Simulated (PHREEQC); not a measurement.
A solution holds 2 mmol/kgw LiBr, at 25 °C. Closed to the air; pH follows from the charge balance.

All values are PHREEQC results (ion-association model, phreeqc.dat), not measurements.

```yaml
ionic_strength: 0.00200 mol/kgw
specific_conductance: 220 µS/cm
```

```json
[
 {"species": "Br-", "molality": "0.00200", "activity": "0.00190", "log γ": "-0.022"},
 {"species": "Li+", "molality": "0.00200", "activity": "0.00191", "log γ": "-0.021"},
 {"species": "H+", "molality": "1.06e-7", "activity": "1.01e-7", "log γ": "-0.020"},
 {"species": "OH-", "molality": "1.06e-7", "activity": "1.00e-7", "log γ": "-0.022"}
]
```

No solid was allowed to form.
